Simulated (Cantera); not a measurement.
Feed: 1 mol Na₂CO₃, 4.7 mol H₂S, 0.19 mol O₂, at 14.0 mbar.

Method: chemical equilibrium by Gibbs-energy minimisation in Cantera with the NASA 1993 tables (ideal gas, pure condensed phases). Candidate condensed phases: C, C₆H₆, C₇H₈, C₈H₁₈, H₂O, H₂SO₄, Na, NaOH, NaO₂, Na₂CO₃, Na₂O, Na₂O₂, Na₂S, Na₂SO₄, S; 131 gas species. Rates play no part. All values below are at 1525 K.

Base state: H₂ 0.243, S₂ 0.212, H₂O 0.200, Na 0.177, CO 0.0797, H₂S 0.0426, CO₂ 0.0244, NaOH 0.00901 (mole fractions); condensed: Na₂S(l).

Q: What changes in the equilibrium state with this change: 0.43 mol CH₄ added?

A: 
```
species         before     after
------------  --------  --------
H₂               0.243     0.303
S₂               0.212     0.184
Na               0.177     0.175
H₂O              0.200     0.146
CO              0.0797     0.109
CO₂             0.0244    0.0195
H₂S             0.0426    0.0495
SO₂            0.00679   0.00216
S₂O           0.000440  0.000223
SO             0.00164  0.000891
NaOH           0.00901   0.00583
COS           0.000467  0.000596
Na₂S(l), mol     0.112         0
```
